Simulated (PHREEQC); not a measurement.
Spent oxide etchant with buffer: an equilibrium model

Solution A (18 mmol/kgw HF, 0.3 mmol/kgw H2SiF6, 6.5 mmol/kgw H3PO4 and 0.083 mmol/kgw HNO3) is mixed with solution B (0.0012 mol NaH2PO4 and 0.0023 mol Na2B4O7 per kg of water) at 2.3 °C; shares are by mass of water, 1 kg in all. Oxygen alone is held at its pressure in air (log pO2 = -0.68). CO2 from the air is kept out. Solids allowed: Quartz. Others were left out.

The series has 11 steps of share of solution B, from 0 to 1.

All values are PHREEQC results (ion-association model, phreeqc.dat), not measurements.

Between which two steps does the pH jump most, and from what to what?

Between share of solution B = 0.8 and 0.9: from 3.74 to 7.70.

At this temperature some constants are extrapolated from 25 °C, and those without enthalpy data are left unchanged. SiF6-2 is the database's only silicon fluoride. Real BF4- forms and hydrolyses slowly; the run takes it at equilibrium.
